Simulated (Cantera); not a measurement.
Input (Python, Cantera):

```python
import numpy as np
import cantera as ct

gas = ct.Solution("SiF4_NH3_mec.yaml", "gas")
gas.TPX = 1800, 13332, {'NH3': 1, 'H2': 2.4}
inlet = ct.Reservoir(gas, clone=True)

reactor = ct.IdealGasConstPressureReactor(gas, energy="off", clone=False)
exhaust = ct.Reservoir(gas, clone=True)
tau = [7.6, 2.7, 0.95, 0.34, 0.12, 0.042, 0.015, 0.0053, 0.0019, 0.00066, 0.00023][0]
for a, b in ((inlet, reactor), (reactor, exhaust)):
    ct.MassFlowController(a, b, mdot=lambda t: reactor.mass / tau)
net = ct.ReactorNet([reactor])
show = ['NH3', 'H2', 'H', 'N2H4', 'NH2', 'N', 'N2H2']

rows = []
print(f"{'tau/s':>10s}{'T/K':>9s}" + "".join(f"{s:>11s}" for s in show))
for tau in [7.6, 2.7, 0.95, 0.34, 0.12, 0.042, 0.015, 0.0053, 0.0019, 0.00066, 0.00023]:
    net.initial_time = 0.0
    net.advance(30 * tau)
    before = gas.X
    net.advance(40 * tau)
    drift = np.max(np.abs(gas.X - before) / (gas.X + 1e-9))
    rows.append([gas.T, *gas[show].X, drift])
    print(f"{tau:10.3e}{gas.T:9.1f}" + "".join(f"{x:11.3e}" for x in gas[show].X))
```

It prints:

```
     tau/s      T/K        NH3         H2          H       N2H4        NH2          N       N2H2
 7.600e+00   1800.0  8.368e-02  8.347e-01  3.273e-04  2.906e-09  8.777e-05  1.320e-07  1.175e-07
 2.700e+00   1800.0  1.498e-01  7.941e-01  2.584e-04  6.420e-09  1.304e-04  1.331e-07  2.439e-07
 9.500e-01   1800.0  2.173e-01  7.527e-01  2.165e-04  1.055e-08  1.671e-04  1.313e-07  3.904e-07
 3.400e-01   1800.0  2.606e-01  7.261e-01  1.958e-04  1.334e-08  1.879e-04  1.287e-07  4.899e-07
 1.200e-01   1800.0  2.814e-01  7.134e-01  1.856e-04  1.448e-08  1.957e-04  1.243e-07  5.287e-07
 4.200e-02   1800.0  2.897e-01  7.083e-01  1.773e-04  1.420e-08  1.938e-04  1.139e-07  5.122e-07
 1.500e-02   1800.0  2.927e-01  7.065e-01  1.620e-04  1.217e-08  1.795e-04  8.898e-08  4.245e-07
 5.300e-03   1800.0  2.937e-01  7.059e-01  1.246e-04  7.262e-09  1.386e-04  4.124e-08  2.293e-07
 1.900e-03   1800.0  2.940e-01  7.058e-01  6.328e-05  1.880e-09  7.049e-05  5.534e-09  4.822e-08
 6.600e-04   1800.0  2.941e-01  7.059e-01  2.308e-05  2.498e-10  2.572e-05  2.712e-10  5.311e-09
 2.300e-04   1800.0  2.941e-01  7.059e-01  8.077e-06  3.034e-11  8.998e-06  1.148e-11  5.760e-10
```

Computed with Cantera and the gas-phase N/H chemistry of the illustrative SiF4/NH3 mechanism in the Surface Chemkin manual (1991). Walls and surfaces, which speed up NH3 decomposition in real reactors, are not modelled.
